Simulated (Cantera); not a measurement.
**Thermodynamics of calcination and drying, feed MgSO4 + H2 + O2 + N2**

Input: 1 mol MgSO4, 1.7 mol H2, 0.99 mol O2, 0.99 mol N2, at 4200 Pa.

Method: chemical equilibrium by Gibbs-energy minimisation in Cantera with the NASA 1993 tables (ideal gas, pure condensed phases). Candidate condensed phases: H2O, H2SO4, Mg, MgO, Mg(OH)2, MgS, MgSO4, S; 43 gas species. Kinetics and transport are ignored.

From 1375 K to 1775 K the condensed part is MgO(s). The main Mg-bearing gas is Mg(OH)2 throughout.

| T (K) | x H2O | x SO2 | x N2 | x O2 | x OH | x NO | x SO3 | x H2 | n MgO(s) |
|---|---|---|---|---|---|---|---|---|---|
| 1375 | 0.393 | 0.230 | 0.229 | 0.147 | 9.56e-5 | 0.000283 | 0.00136 | 1.53e-6 | 1.00 |
| 1425 | 0.393 | 0.230 | 0.229 | 0.147 | 0.000158 | 0.000375 | 0.00101 | 3.29e-6 | 1.00 |
| 1475 | 0.393 | 0.230 | 0.228 | 0.147 | 0.000251 | 0.000487 | 0.000770 | 6.72e-6 | 1.00 |
| 1525 | 0.392 | 0.230 | 0.228 | 0.147 | 0.000388 | 0.000622 | 0.000597 | 1.31e-5 | 1.00 |
| 1575 | 0.392 | 0.230 | 0.228 | 0.147 | 0.000583 | 0.000782 | 0.000470 | 2.46e-5 | 1.000 |
| 1625 | 0.392 | 0.231 | 0.228 | 0.147 | 0.000855 | 0.000968 | 0.000376 | 4.42e-5 | 1.000 |
| 1675 | 0.392 | 0.231 | 0.228 | 0.147 | 0.00122 | 0.00118 | 0.000305 | 7.70e-5 | 1.000 |
| 1725 | 0.391 | 0.231 | 0.228 | 0.146 | 0.00172 | 0.00143 | 0.000250 | 0.000130 | 1.000 |
| 1775 | 0.391 | 0.231 | 0.228 | 0.146 | 0.00236 | 0.00171 | 0.000208 | 0.000212 | 1.000 |
x: gas mole fraction; n: condensed amount in mol.
